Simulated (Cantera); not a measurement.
A Cantera script and its output.

```python
import numpy as np
import cantera as ct

surf = ct.Interface("diamond.yaml", "diamond_100")
gas, bulk = surf.adjacent["gas"], surf.adjacent["diamond"]
k = surf.kinetics_species_index(bulk.species_names[0])
cover = ["c6HH", "c6H*", "c6*H", "c6**", "c6HM", "c6B"]

rows, drift = [], 0.0
print(f"{'xH':>10s}{'um/h':>11s}" + "".join(f"{s:>11s}" for s in cover))
for v in [0.0001, 0.00024, 0.00058, 0.0014, 0.0034, 0.0083, 0.02, 0.048, 0.12]:
    T, P, xH, xCH3 = 1025, 14000, v, 0.00047
    gas.TPX = T, P, {"H": xH, "CH3": xCH3, "CH4": 0.014, "H2": 1 - xH - xCH3 - 0.014}
    surf.TP = bulk.TP = T, P
    surf.coverages = "c6H*:0.1, c6HH:0.9"
    surf.advance_coverages(100.0)
    before = surf.coverages
    surf.advance_coverages(100.0)
    drift = max(drift, np.max(np.abs(surf.coverages - before) / (surf.coverages + 1e-9)))
    rate = surf.net_production_rates[k] * bulk.mean_molecular_weight / bulk.density * 3.6e9
    rows.append([rate, *surf[cover].coverages])
    print(f"{v:10.4g}{rate:11.4e}" + "".join(f"{x:11.3e}" for x in rows[-1][1:]))
```

Result:

```
        xH       um/h       c6HH       c6H*       c6*H       c6**       c6HM        c6B
    0.0001 5.9185e+00  3.183e-01  9.142e-03  1.747e-01  1.664e-03  3.530e-01  1.606e-08
   0.00024 1.1899e+01  3.533e-01  1.135e-02  2.169e-01  3.420e-03  2.951e-01  3.229e-08
   0.00058 2.0187e+01  4.172e-01  1.422e-02  2.715e-01  5.911e-03  2.069e-01  5.478e-08
    0.0014 2.8222e+01  4.827e-01  1.695e-02  3.234e-01  8.357e-03  1.198e-01  7.658e-08
    0.0034 3.3805e+01  5.288e-01  1.888e-02  3.591e-01  1.007e-02  5.906e-02  9.173e-08
    0.0083 3.6834e+01  5.538e-01  2.003e-02  3.781e-01  1.101e-02  2.635e-02  9.995e-08
      0.02 3.8290e+01  5.652e-01  2.083e-02  3.865e-01  1.149e-02  1.136e-02  1.039e-07
     0.048 3.9101e+01  5.701e-01  2.185e-02  3.894e-01  1.180e-02  4.830e-03  1.061e-07
      0.12 3.9968e+01  5.721e-01  2.401e-02  3.889e-01  1.221e-02  1.970e-03  1.085e-07
```

Model: the Harris–Goodwin 1993 mechanism for the reconstructed diamond (100) surface, integrated in Cantera.
